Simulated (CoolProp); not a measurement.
Values from CoolProp's reference Helmholtz-energy equation of state, Span 1996.

Problem. For carbon dioxide, give the phase and the cp (kJ/(kg K)), expansivity (1/kK) at 22.25 °C and 12.7 MPa; 158.05 °C and 12.7 MPa.

Solution. 
- 22.25 °C and 12.7 MPa: liquid; cp 2.42, expansivity 7.11
- 158.05 °C and 12.7 MPa: supercritical; cp 1.33, expansivity 4.35
